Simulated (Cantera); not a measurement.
A freely propagating, adiabatic, planar premixed flame of CH4 : O2 : N2 : H2O = 1 : 1.82 : 6.84 : 1.7 (molar parts), unburnt at 350 K and 1.70 bar; mixture-averaged transport, grid criteria slope 0.08 and curve 0.16, no radiation.

Model: GRI-Mech 3.0 (53 species, 325 reactions), integrated in Cantera. Burning velocities carry a grid error of a few per cent, more on coarse grids.

Question: How do the results move with these cheaper or finer settings: unity-Lewis-number transport; multicomponent transport; multicomponent+Soret transport; grid criteria slope 0.5, curve 1; grid criteria slope 0.25, curve 0.5; grid criteria slope 0.03, curve 0.06?

Answer: 
| setting | laminar burning velocity | thermal thickness | peak x(HCO) | peak x(C2H2) | grid points |
|---|---|---|---|---|---|
| as above | 17.3 cm/s | 0.572 mm | 7.25e-6 | 0.000341 | 136 |
| unity-Lewis-number transport | 11.9 cm/s | 0.755 mm | 5.75e-6 | 0.000306 | 134 |
| multicomponent transport | 17.7 cm/s | 0.580 mm | 7.44e-6 | 0.000350 | 137 |
| multicomponent+Soret transport | 17.8 cm/s | 0.574 mm | 7.65e-6 | 0.000324 | 137 |
| grid criteria slope 0.5, curve 1 | 18.4 cm/s | 0.616 mm | 7.12e-6 | 0.000335 | 33 |
| grid criteria slope 0.25, curve 0.5 | 17.6 cm/s | 0.591 mm | 7.13e-6 | 0.000340 | 54 |
| grid criteria slope 0.03, curve 0.06 | 17.0 cm/s | 0.571 mm | 7.18e-6 | 0.000345 | 311 |
The base run took very roughly 29 core-seconds.
Unity Lewis numbers drop preferential diffusion, which matters most where H2 and H carry the flame; Soret adds thermal diffusion.
